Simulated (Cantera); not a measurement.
Feed: 1 mol SiO2, 74 mol H2, 0.97 mol N2, at 1102 °C.

Method: chemical equilibrium by Gibbs-energy minimisation in Cantera with the NASA 1993 tables (ideal gas, pure condensed phases). Candidate condensed phases: H2O, Si, SiO2, Si2N2O, Si3N4; 35 gas species. N2 is the only nitrogen source here; it is nearly inert below about 1500 K, so the nitride shown seldom forms there in practice. Mutual solubility and eutectic melting of coexisting phases are not modelled. The tables hold silica as quartz up to 1696 K and as liquid above; real silica turns to tridymite and cristobalite and melts near 1996 K. Rates play no part.

**Question.** What share of the Si ends up in condensed phases as a function of P (Pa), at 10, 52, 270, 1400, 7200, 37000, 190000, 1000000?

**Answer.** 
```json
[
 {"P (Pa)": "10", "Si condensed (%)": "95.7", "as": "SiO2(β-quartz)"},
 {"P (Pa)": "52", "Si condensed (%)": "98.1", "as": "SiO2(β-quartz)"},
 {"P (Pa)": "270", "Si condensed (%)": "99.2", "as": "SiO2(β-quartz)"},
 {"P (Pa)": "1400", "Si condensed (%)": "99.6", "as": "SiO2(β-quartz)"},
 {"P (Pa)": "7200", "Si condensed (%)": "99.9", "as": "SiO2(β-quartz) + Si2N2O(s)"},
 {"P (Pa)": "37000", "Si condensed (%)": "100.0", "as": "SiO2(β-quartz) + Si2N2O(s)"},
 {"P (Pa)": "190000", "Si condensed (%)": "100.0", "as": "SiO2(β-quartz) + Si2N2O(s)"},
 {"P (Pa)": "1000000", "Si condensed (%)": "100.0", "as": "SiO2(β-quartz) + Si2N2O(s)"}
]
```
